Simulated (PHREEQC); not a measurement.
Solution (80 °C): 0.0092 mol KOH, 0.015 mol HF and 0.1 mol (CH3)4NF per kg of water. Closed to the air; pH follows from the charge balance.

Equilibrium calculation in PHREEQC: ion-association model, wateq4f.dat.

This is a speciation only: nothing precipitates in the calculation.

### Question
Predict the pH.

### Answer
pH 4.94.

### Question
In which forms is F present?

### Answer
F- 93 %, HF 3.4 %, HF2- 3.2 % of the F.

Species that the database lacks are ignored. (CH3)4N+ isn't in the database: it is added as a free cation with an ion size of 4 Å. Away from 25 °C the constants follow the database's enthalpies or fits; those with neither stay at their 25 °C values.
